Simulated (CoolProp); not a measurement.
Sulfur dioxide at 503.42 K and 0.983 MPa is throttled through a valve to 0.334 MPa with no heat exchange. Each further row changes one setting.

The numbers come from the reference Helmholtz-energy equation of state, Gao 2016 in CoolProp.

| case | temperature change (K) | final density (kg/m³) |
|---|---|---|
| as stated | … | … |
| outlet pressure 0.1 MPa | … | 1.56 |
| outlet pressure 0.434 MPa | -4.6 | … |

### Question
Fill in the missing entries.

### Answer

- as stated, temperature change (K): -5.5
- as stated, final density (kg/m³): 5.21
- outlet pressure 0.1 MPa, temperature change (K): -7.5
- outlet pressure 0.434 MPa, final density (kg/m³): 6.78
